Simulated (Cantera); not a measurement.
Input (Python, Cantera):

```python
import numpy as np
import cantera as ct

gas = ct.Solution("gri30.yaml")


def delay(T, t_max=10):
    gas.TPX = T, 64000, {'H2': 1, 'O2': 0.526, 'N2': 1.98, 'NO': 0.0035}
    reactor = ct.IdealGasReactor(gas, clone=False)
    net = ct.ReactorNet([reactor])
    net.rtol, net.atol = 1e-8, 1e-16
    while net.time < t_max:
        t_old, T_old = net.time, reactor.T
        net.step()
        if reactor.T > T + 400:  # ignition: a rise of 400 K
            return t_old + (T + 400 - T_old) / (reactor.T - T_old) * (net.time - t_old)
    return np.nan


taus = []
for T in [925, 1000, 1075, 1150, 1225, 1300]:
    taus.append(delay(T))
    print(f"T0 = {T:6g} K   tau = {taus[-1]:.4e} s")
```

Output:

```
T0 =    925 K   tau = 6.8245e-04 s
T0 =   1000 K   tau = 2.7906e-04 s
T0 =   1075 K   tau = 1.4646e-04 s
T0 =   1150 K   tau = 9.0086e-05 s
T0 =   1225 K   tau = 6.1358e-05 s
T0 =   1300 K   tau = 4.5149e-05 s
```

Model: GRI-Mech 3.0 (53 species, 325 reactions), integrated in Cantera. Below about 950 K walls govern HO2 and H2O2 in real vessels.
